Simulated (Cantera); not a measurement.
Cantera run:

```python
import numpy as np
import cantera as ct

gas_names = """
    B BH BH2 BH3 BN B2 H H2 N NH NH2 NH3 N2 N2H2 N2H4
""".split()
cond_names = """
    B(b) B(L) BN(s)
""".split()


# ... load() reads the species with a 1 bar reference pressure and builds the phases ...
atoms = {
    'borazine': {'B': 3, 'N': 3, 'H': 6},
    'H2': {'H': 2},
}
top_T = {'BN(s)': 3200}  # K; cautious upper limits of use, not melting points


# ... equilibrate(T, P, feed) seeds the gas with the atoms and calls Mixture.equilibrate('TP', solver="vcs", rtol=1e-11, max_steps=5000) ...
results = []
feed = {'borazine': 1, 'H2': 98}  # mol
P = 820  # Pa
for T in [898, 998, 1098, 1198, 1298, 1398, 1498, 1598, 1698, 1798, 1898, 1998, 2098, 2198]:
    mix = equilibrate(T, P, feed)
    results.append((T, P, feed, dict(zip(mix.species_names, mix.species_moles))))

top = {s: max(r[3][s] / sum(r[3][g] for g in gas_names) for r in results) for s in gas_names}
cols = sorted((s for s in top if top[s] > 0.001), key=lambda s: -top[s])[:5]
seen = [c for c in cond_names if any(r[3].get(c, 0) > 1e-12 for r in results)]
print("log10 of partial pressures in bar; condensed amounts in mol")
print(f"{'T/K':>10s}" + "".join(f"{s[:9]:>10s}" for s in cols + seen))
for T, P, feed, n in results:
    ng = sum(n[g] for g in gas_names)
    print(f"{T:10.4g}" + "".join(f"{np.log10(max(n[s] / ng * P / 1e5, 1e-99)):10.3f}" for s in cols)
          + "".join(f"{n.get(c, 0):10.4g}" for c in seen))
```

It prints:

```
log10 of partial pressures in bar; condensed amounts in mol
       T/K        H2         H        N2       BH2      B(b)     BN(s)
       898    -2.086   -11.004   -14.480   -14.397         0         3
       998    -2.086    -9.710   -12.547   -12.754         0         3
      1098    -2.086    -8.650   -11.257   -11.268         0         3
      1198    -2.086    -7.764   -10.178   -10.036         0         3
      1298    -2.086    -7.013    -9.234    -9.013         0         3
      1398    -2.086    -6.368    -8.406    -8.147         0         3
      1498    -2.086    -5.808    -7.680    -7.403         0     2.999
      1598    -2.086    -5.317    -7.043    -6.756         0     2.998
      1698    -2.087    -4.883    -6.239    -6.308  0.008024     2.986
      1798    -2.088    -4.497    -5.387    -5.980   0.08808     2.899
      1898    -2.091    -4.153    -4.626    -5.689    0.5607     2.413
      1998    -2.100    -3.845    -3.942    -5.435     2.831    0.1206
      2098    -2.108    -3.566    -3.928    -5.205     2.911         0
      2198    -2.120    -3.314    -3.934    -5.002     2.833         0
```

Method: chemical equilibrium by Gibbs-energy minimisation in Cantera with the NASA 1993 tables (ideal gas, pure condensed phases). The feed counts by its element totals alone. Mutual solubility and eutectic melting of coexisting phases are not modelled. The tables' values for BH2 are old estimates; treat these amounts as uncertain.
